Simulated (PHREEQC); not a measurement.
Solution (25 °C): 6.7 mmol/kgw HCl, 0.078 mmol/kgw ZnSO4 and 85 mmol/kgw CuCl2. Closed to the air; pH follows from the charge balance.

Computed with PHREEQC (ion-association model, phreeqc.dat).

This is a speciation only: nothing precipitates in the calculation.

### Question
Estimate the pH, density, ionic strength.

### Answer
pH 2.28; density 1.008 g/cm³; ionic strength 0.240 mol/kgw.

### Question
In which forms is Cl present?

### Answer
Cl- 94 %, CuCl+ 5.8 % of the Cl.
